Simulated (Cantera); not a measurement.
Charge: 1 mol Cu, 1.6 mol CO, 14 mol H₂, held at 360 Torr.

Cantera equilibrium calculation (NASA polynomials, part measured and part estimated; ideal gas, pure solids and liquids). Candidate condensed phases: C, C₆H₆, C₇H₈, C₈H₁₈, Cu, CuO, Cu(OH)₂, Cu₂O, H₂O; 113 gas species. Rates play no part.

x: gas mole fraction; n: condensed amount in mol.

| T (K) | x H₂ | x CO | x Cu | x H | x CH₄ | x H₂O | n Cu(l) |
|---|---|---|---|---|---|---|---|
| 1473 | 0.897 | 0.102 | 1.08e-5 | 1.73e-5 | 0.000330 | 0.000317 | 1.000 |
| 1523 | 0.897 | 0.102 | 2.51e-5 | 3.16e-5 | 0.000243 | 0.000235 | 1.000 |
| 1573 | 0.897 | 0.102 | (withheld) | (withheld) | (withheld) | (withheld) | 0.999 |
| 1623 | 0.897 | 0.102 | 0.000116 | 9.45e-5 | 0.000139 | 0.000138 | 0.998 |
| 1673 | 0.897 | 0.102 | 0.000232 | 0.000156 | 0.000107 | 0.000109 | 0.996 |
| 1723 | 0.897 | 0.102 | 0.000444 | 0.000249 | 8.28e-5 | 8.79e-5 | 0.993 |
| 1773 | 0.896 | 0.102 | (withheld) | (withheld) | (withheld) | (withheld) | 0.987 |
| 1823 | 0.895 | 0.102 | 0.00147 | 0.000592 | 5.00e-5 | 6.15e-5 | 0.977 |
| 1873 | 0.894 | 0.102 | 0.00254 | 0.000881 | 3.87e-5 | 5.34e-5 | 0.960 |
| 1923 | 0.892 | 0.102 | 0.00426 | 0.00128 | 2.99e-5 | 4.74e-5 | 0.933 |

Task: Some entries are withheld; supply them.

Result: 
- 1573, x Cu: 5.52e-5
- 1573, x H: 5.56e-5
- 1573, x CH₄: 0.000182
- 1573, x H₂O: 0.000178
- 1773, x Cu: 0.000822
- 1773, x H: 0.000389
- 1773, x CH₄: 6.44e-5
- 1773, x H₂O: 7.27e-5
